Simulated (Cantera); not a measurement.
## Equilibrium for silicon epitaxy and polysilicon growth: Si₂Cl₆ + HCl + H₂

Feed: 1 mol Si₂Cl₆, 2.9 mol HCl, 240 mol H₂, held at 0.0100 bar.

These are equilibrium values from Cantera (NASA tables, ideal gas, pure condensed phases), not measurements of a reactor. Candidate condensed phases: Si; 19 gas species. The feed counts by its element totals alone. The tables' values for SiCl₃, SiCl are old estimates; treat these amounts as uncertain. Gases not in the tables: Si₂H₆ and higher silanes. Kinetics and transport are ignored.

```tsv
T (°C)	x H₂	x HCl	x SiCl₂	x SiCl₄	x H	n Si(s)	n Si(l)
777	0.974	0.0217	0.000903	0.00217	8.00e-8	0.904	0
852	0.969	0.0278	0.00169	0.000695	4.37e-7	1.23	0
927	0.967	0.0302	0.00222	0.000148	1.94e-6	1.33	0
1002	0.967	0.0306	0.00251	3.03e-5	7.25e-6	1.34	0
1077	0.967	0.0305	0.00271	6.97e-6	2.34e-5	1.31	0
1152	0.967	0.0303	0.00287	1.84e-6	6.71e-5	1.28	0
1227	0.967	0.0301	0.00301	5.55e-7	0.000173	1.25	0
1302	0.967	0.0299	0.00313	1.87e-7	0.000409	1.22	0
1377	0.966	0.0296	0.00323	6.97e-8	0.000893	1.19	0
1452	0.965	0.0297	0.00316	2.75e-8	0.00182	0	1.18
```
x: gas mole fraction; n: condensed amount in mol.

From 777 °C to 1377 °C the condensed part is Si(s). At 1452 °C the condensed part is Si(l). The main Si-bearing gas is SiCl₄ at 777 °C and SiCl₂ at 1452 °C. The share of Si in condensed phases is highest at 1002 °C (66.9 %) and lowest at 777 °C (45.2 %).
